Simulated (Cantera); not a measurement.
**Adiabatic ignition**

An adiabatic, constant-volume homogeneous reactor starts with CH4 : O2 : N2 = 1 : 0.952 : 3.58 (molar parts), equivalence ratio 2.1, at 1650 K and 73000 Pa.

Computed with Cantera and GRI-Mech 3.0 (53 species, 325 reactions).

```json
[
 {"t (s)": "5.00e-6", "T (K)": "1650", "P (bar)": "0.730", "x CH4": "0.181", "x O2": "0.172", "x HCN": "<1e-12", "x CH2": "9.26e-12", "x H2": "2.83e-6", "x OH": "8.26e-8"},
 {"t (s)": "1.55e-5", "T (K)": "1650", "P (bar)": "0.730", "x CH4": "0.181", "x O2": "0.172", "x HCN": "<1e-12", "x CH2": "7.66e-11", "x H2": "9.61e-6", "x OH": "1.67e-7"},
 {"t (s)": "4.78e-5", "T (K)": "1650", "P (bar)": "0.730", "x CH4": "0.181", "x O2": "0.172", "x HCN": "<1e-12", "x CH2": "9.61e-10", "x H2": "3.88e-5", "x OH": "4.72e-7"},
 {"t (s)": "0.000148", "T (K)": "1651", "P (bar)": "0.730", "x CH4": "0.179", "x O2": "0.171", "x HCN": "<1e-12", "x CH2": "1.62e-8", "x H2": "0.000307", "x OH": "1.89e-6"},
 {"t (s)": "0.000457", "T (K)": "2043", "P (bar)": "0.958", "x CH4": "0.0821", "x O2": "0.101", "x HCN": "2.25e-7", "x CH2": "6.01e-5", "x H2": "0.0606", "x OH": "0.000430"},
 {"t (s)": "0.00141", "T (K)": "2769", "P (bar)": "1.48", "x CH4": "1.48e-11", "x O2": "0.000120", "x HCN": "1.80e-7", "x CH2": "9.96e-12", "x H2": "0.169", "x OH": "0.00466"},
 {"t (s)": "0.00437", "T (K)": "2769", "P (bar)": "1.48", "x CH4": "1.48e-11", "x O2": "0.000120", "x HCN": "1.82e-7", "x CH2": "9.96e-12", "x H2": "0.169", "x OH": "0.00466"},
 {"t (s)": "0.0135", "T (K)": "2769", "P (bar)": "1.48", "x CH4": "1.48e-11", "x O2": "0.000120", "x HCN": "1.82e-7", "x CH2": "9.96e-12", "x H2": "0.169", "x OH": "0.00466"},
 {"t (s)": "0.0418", "T (K)": "2769", "P (bar)": "1.48", "x CH4": "1.48e-11", "x O2": "0.000120", "x HCN": "1.82e-7", "x CH2": "9.96e-12", "x H2": "0.169", "x OH": "0.00466"},
 {"t (s)": "0.129", "T (K)": "2769", "P (bar)": "1.48", "x CH4": "1.48e-11", "x O2": "0.000120", "x HCN": "1.82e-7", "x CH2": "9.96e-12", "x H2": "0.169", "x OH": "0.00466"},
 {"t (s)": "0.400", "T (K)": "2769", "P (bar)": "1.48", "x CH4": "1.48e-11", "x O2": "0.000120", "x HCN": "1.82e-7", "x CH2": "9.96e-12", "x H2": "0.169", "x OH": "0.00466"}
]
```
x: mole fraction; the columns are a selection and need not sum to one.

```json
{
 "time_of_steepest_temperature_rise": "0.468 ms",
 "temperature at 0.400 s": "2769 K",
 "equilibrium_temperature": "2769 K",
 "x(CH4) at 0.400 s": "1.48e-11 (gas-phase equilibrium 1.66e-11)",
 "x(O2) at 0.400 s": "0.000120 (gas-phase equilibrium 0.000120)",
 "x(HCN) at 0.400 s": "1.82e-7 (gas-phase equilibrium 1.82e-7)"
}
```
